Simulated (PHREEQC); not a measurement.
Make-up at 25 °C: 0.26 mol/kgw KH2PO4, 0.00095 mol/kgw Na2HPO4 and 0.014 mol/kgw NaCl. Closed to the air; pH follows from the charge balance.

Computed with PHREEQC (ion-association model, phreeqc.dat).

```json
[
 {"quantity": "pH", "before": "4.54", "after": "4.49"},
 {"quantity": "HPO4-2 (mol/kgw)", "before": "0.00153", "after": "0.00151"},
 {"quantity": "H3PO4 (mol/kgw)", "before": "0.000746", "after": "0.000786"},
 {"quantity": "KHPO4- (mol/kgw)", "before": "0.000194", "after": "0.000166"},
 {"quantity": "NaHPO4- (mol/kgw)", "before": "1.27e-5", "after": "9.94e-5"},
 {"quantity": "SI of Sylvite (KCl)", "before": "-3.66", "after": "-2.70"},
 {"quantity": "SI of Halite (NaCl)", "before": "-5.52", "after": "-3.59"}
]
```

Question: What was changed between the two runs?
(A) Na2HPO4 from 0.00095 to 0.0019 mol/kgw
(B) temperature from 25 to 65 °C
(C) NaCl from 0.014 to 0.14 mol/kgw
(D) Na2HPO4 replaced by Na2CO3 at the same molality
(E) NaCl from 0.014 to 0.0154 mol/kgw

Answer: C, NaCl from 0.014 to 0.14 mol/kgw

No solid was allowed to form.
